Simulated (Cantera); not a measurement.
Charge: 1 mol C2F6, 1 mol F2, 5.1 mol H2, held at 2900 K and 100000 Pa.

These are equilibrium values from Cantera (NASA tables, ideal gas, pure condensed phases), not measurements of a reactor. Candidate condensed phases: C, C6H6, C7H8, C8H18; 95 gas species. The feed counts by its element totals alone. Equilibrium is a limit: real reactors are often held back by kinetics, nucleation or transport.

Base state: HF 0.861, H2 0.0969, H 0.0358, C2H2 (acetylene) 0.00446, F 0.00163, C2H 0.000244, CF 0.000152, C3 0.000103 (mole fractions); condensed: C(graphite).

Problem. What changes in the equilibrium state with this change: pressure from 100000 Pa to 360 Pa?

Solution. 
```tsv
species	before	after
HF	0.861	0.660
H	0.0358	0.227
F	0.00163	0.0547
H2	0.0969	0.0140
C3	0.000103	0.0287
C2	1.03e-5	0.00286
C	1.89e-5	0.00526
C4	2.60e-7	7.23e-5
C5	1.38e-6	0.000384
CF	0.000152	0.00510
C(graphite), mol	1.90	0.787
```
